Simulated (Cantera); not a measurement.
A closed system holds: 1 mol Si, 1.5 mol NF₃, equilibrated at 11.0 mbar.

These are equilibrium values from Cantera (NASA tables, ideal gas, pure condensed phases), not measurements of a reactor. Candidate condensed phases: Si, Si₃N₄; 16 gas species. Rates play no part. All values below are at 600 K.

Base state: SiF₄ 0.542, N₂ 0.364, NF₃ 0.0842, F₂ 0.00910, F 0.000128 (mole fractions); condensed: gas only.

### Question
What changes in the equilibrium state with this change: NF₃ from 1.5 to 5.8 mol?

### Answer
```tsv
species	before	after
NF₃	0.0842	0.668
SiF₄	0.542	0.157
N₂	0.364	0.122
F₂	0.00910	0.0520
F	0.000128	0.000306
```
